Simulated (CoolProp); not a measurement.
Vapour-liquid equilibrium of ethylbenzene (1) + m-xylene (2) at 241.45 °C; x and y are mole fractions of (1).

Model: multi-fluid Helmholtz-energy mixture model, Zhou 2012 and Zhou 2012; pair parameters Bell 2016, in CoolProp.

### Question
Give the bubble pressure and the first vapour's composition at x = 0.2, 0.35, 0.65. Is there an azeotrope?

### Answer
x = 0.2: 0.8677 MPa, y = 0.206; x = 0.35: 0.8736 MPa, y = 0.358; x = 0.65: 0.8842 MPa, y = 0.656. No azeotrope shows between x = 0.05 and 0.95.

The pair parameters rest on a limited set of measurements; away from them the model extrapolates.
